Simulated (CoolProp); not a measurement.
Properties of R11 at several states.

Computed with CoolProp (reference Helmholtz-energy equation of state, Jacobsen 1992).

```
T (K)  p (kPa)   phase  density (kg/m³)  Joule-Thomson coefficient (K/MPa)  expansivity (1/kK)  fugacity coefficient
-----  -------  ------  ---------------  ---------------------------------  ------------------  --------------------
229.8     3640  liquid             1634                            -0.5216               1.280              0.001322
326.8     4080  liquid             1419                            -0.3390               1.732               0.06897
425       7960  liquid             1159                             0.2175               2.968                0.2568
315.7      573  liquid             1435                            -0.3504               1.737                0.3168
```
